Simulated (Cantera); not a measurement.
Charge: 1 mol TEOS, 2.4 mol N2O, 0.3 mol H2, held at 973 K and 0.000120 bar.

Method: chemical equilibrium by Gibbs-energy minimisation in Cantera with the NASA 1993 tables (ideal gas, pure condensed phases). Candidate condensed phases: C, C6H6, C7H8, C8H18, H2O, Si, SiC, SiO2, Si2N2O, Si3N4; 151 gas species. The feed counts by its element totals alone. Kinetics and transport are ignored.

Problem. What is the equilibrium state?

Solution. 
| Property | Result |
|---|---|
| x(H2) | 0.602 |
| x(CO) | 0.257 |
| x(N2) | 0.140 |
| x(H2O) | 1.16e-5 |
| x(CO2) | 7.97e-6 |
| x(CH4) | 5.59e-6 |
| n(C(graphite)) | 3.60 mol |
| n(SiO2(β-quartz)) | 1.00 mol |
| gas amount | 17.10 mol |
| log10 activity of Si(s) (absent) | -9.18 |
